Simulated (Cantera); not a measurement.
A Cantera script and what it prints.

```python
import numpy as np
import cantera as ct

gas_names = """
    Cu CuF CuF2 Cu2 F F2 H HF H2 H2F2 H3F3 H4F4 H5F5 H6F6 H7F7 N NF NF2 NF3 NH NH2 NH3 N2 N2H2 N2H4
""".split()
cond_names = """
    Cu(cr) Cu(L) CuF2(s) CuF2(L)
""".split()


# ... load() reads the species with a 1 bar reference pressure and builds the phases ...
atoms = {
    'Cu': {'Cu': 1},
    'HF': {'H': 1, 'F': 1},
    'N2': {'N': 2},
}
top_T = {}  # K; cautious upper limits of use, not melting points


# ... equilibrate(T, P, feed) seeds the gas with the atoms and calls Mixture.equilibrate('TP', solver="vcs", rtol=1e-11, max_steps=5000) ...
results = []
feed = {'Cu': 1, 'HF': 1.4, 'N2': 0.31}  # mol
P = 130  # Pa
for T in [723, 773, 823, 873, 923, 973, 1023, 1073, 1123, 1173, 1223, 1273, 1323, 1373]:
    mix = equilibrate(T, P, feed)
    results.append((T, P, feed, dict(zip(mix.species_names, mix.species_moles))))

top = {s: max(r[3][s] / sum(r[3][g] for g in gas_names) for r in results) for s in gas_names}
cols = sorted((s for s in top if top[s] > 0.001), key=lambda s: -top[s])[:6]
seen = [c for c in cond_names if any(r[3].get(c, 0) > 1e-12 for r in results)]
print("log10 of partial pressures in bar; condensed amounts in mol")
print(f"{'T/K':>10s}" + "".join(f"{s[:9]:>10s}" for s in cols + seen))
for T, P, feed, n in results:
    ng = sum(n[g] for g in gas_names)
    print(f"{T:10.4g}" + "".join(f"{np.log10(max(n[s] / ng * P / 1e5, 1e-99)):10.3f}" for s in cols)
          + "".join(f"{n.get(c, 0):10.4g}" for c in seen))
```

Output:

```
log10 of partial pressures in bar; condensed amounts in mol
       T/K        HF        N2       CuF    Cu(cr)     Cu(L)
       723    -2.973    -3.628   -11.504         1         0
       773    -2.973    -3.628   -10.699         1         0
       823    -2.973    -3.628    -9.994         1         0
       873    -2.973    -3.628    -9.370         1         0
       923    -2.973    -3.628    -8.815         1         0
       973    -2.973    -3.628    -8.317         1         0
      1023    -2.973    -3.628    -7.868         1         0
      1073    -2.973    -3.628    -7.462         1         0
      1123    -2.973    -3.628    -7.093    0.9999         0
      1173    -2.973    -3.628    -6.755    0.9998         0
      1223    -2.973    -3.628    -6.446    0.9995         0
      1273    -2.973    -3.628    -6.161     0.999         0
      1323    -2.974    -3.628    -5.899     0.998         0
      1373    -2.974    -3.628    -5.660         0    0.9961
```

Equilibrium computed with Cantera from the NASA thermochemical tables; the gas is ideal and each condensed phase is pure.
